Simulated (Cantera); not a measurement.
Feed: 1 mol Pb, 1.1 mol H2, 2.3 mol O2, held at 1348.15 K and 45.8 Torr.

These are equilibrium values from Cantera (NASA tables, ideal gas, pure condensed phases), not measurements of a reactor. Candidate condensed phases: H2O, Pb, PbO, PbO2, Pb3O4; 12 gas species. Gases not in the tables: (PbO)n polymers. Rates play no part.

Base state: O2 0.523, H2O 0.460, PbO 0.0165, Pb 0.000146, OH 9.75e-5 (mole fractions); condensed: PbO(l).

Question: What changes in the equilibrium state with this change: pressure from 45.8 Torr to 0.195 Torr?

Answer: 
```tsv
species	before	after
O2	0.523	0.386
H2O	0.460	0.322
PbO	0.0165	0.253
Pb	0.000146	0.0399
O	1.20e-6	1.58e-5
OH	9.75e-5	0.000296
PbO(l), mol	0.960	0
```
